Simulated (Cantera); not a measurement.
What does this Cantera script print?

```python
import numpy as np
import cantera as ct

gas = ct.Solution("gri30.yaml")
gas.TPX = 1500, 100000, {'CH4': 1, 'CO': 0.042, 'O2': 1.55, 'N2': 5.85, 'H2O': 1.4}
reactor = ct.IdealGasConstPressureReactor(gas, energy="on", clone=False)
net = ct.ReactorNet([reactor])
net.rtol, net.atol = 1e-08, 1e-16
show = ['CH4', 'CO', 'O2', 'H', 'H2', 'N2O', 'NO']
times = np.geomspace(2e-06, 0.2, 11)

steps = ct.SolutionArray(gas, extra=["t"])
rows = []
print(f"{'t/s':>10s}{'T/K':>9s}{'P/Pa':>11s}" + "".join(f"{s:>11s}" for s in show))
for t in times:
    while net.time < t:
        t_next = net.step()
        steps.append(gas.state, t=t_next)
    rows.append([np.interp(t, steps.t, y) for y in (steps.T, steps.P, *steps(*show).X.T)])
    print(f"{t:10.3e}{rows[-1][0]:9.1f}{rows[-1][1]:11.4g}" + "".join(f"{x:11.3e}" for x in rows[-1][2:]))
rate = np.gradient(steps.T, steps.t)
print("integrator steps:", len(steps.t))
if steps.T.max() > steps.T[0] + 200:
    print(f"time of steepest temperature rise: {steps.t[rate.argmax()]:.4e} s")
gas.TPX = 1500, 100000, {'CH4': 1, 'CO': 0.042, 'O2': 1.55, 'N2': 5.85, 'H2O': 1.4}
gas.equilibrate("HP")
print(f"equilibrium (HP): T = {gas.T:.1f} K  " + "  ".join(f"{s} {gas[s].X[0]:.3e}" for s in show))
```

Result:

```
       t/s      T/K       P/Pa        CH4         CO         O2          H         H2        N2O         NO
 2.000e-06   1500.0      1e+05  1.016e-01  4.267e-03  1.575e-01  1.583e-08  5.540e-08  1.020e-13  6.038e-17
 6.325e-06   1500.0      1e+05  1.016e-01  4.267e-03  1.575e-01  1.696e-08  2.057e-07  6.284e-13  3.122e-16
 2.000e-05   1500.0      1e+05  1.016e-01  4.267e-03  1.575e-01  2.055e-08  7.485e-07  4.652e-12  1.380e-15
 6.325e-05   1500.0      1e+05  1.016e-01  4.267e-03  1.575e-01  3.368e-08  3.213e-06  3.348e-11  8.014e-15
 2.000e-04   1500.0      1e+05  1.015e-01  4.267e-03  1.574e-01  9.309e-08  2.095e-05  1.735e-10  7.452e-14
 6.325e-04   1503.0      1e+05  1.004e-01  4.347e-03  1.569e-01  4.465e-07  2.484e-04  9.738e-10  8.714e-13
 2.000e-03   2513.5      1e+05  1.595e-14  5.451e-02  6.142e-03  1.451e-02  5.060e-02  7.943e-08  1.085e-04
 6.325e-03   2612.4      1e+05  4.136e-14  5.345e-02  3.198e-03  8.867e-03  4.761e-02  1.196e-07  1.793e-03
 2.000e-02   2608.8      1e+05  4.305e-14  5.363e-02  3.049e-03  8.780e-03  4.798e-02  1.312e-07  2.786e-03
 6.325e-02   2608.8      1e+05  4.309e-14  5.363e-02  3.046e-03  8.778e-03  4.799e-02  1.315e-07  2.808e-03
 2.000e-01   2608.8      1e+05  4.309e-14  5.363e-02  3.046e-03  8.778e-03  4.799e-02  1.315e-07  2.808e-03
integrator steps: 1923
time of steepest temperature rise: 1.8516e-03 s
equilibrium (HP): T = 2608.8 K  CH4 5.215e-14  CO 5.363e-02  O2 3.046e-03  H 8.778e-03  H2 4.799e-02  N2O 1.315e-07  NO 2.808e-03
```

Cantera simulation using GRI-Mech 3.0 (53 species, 325 reactions); the numbers are that mechanism's predictions, not measurements.
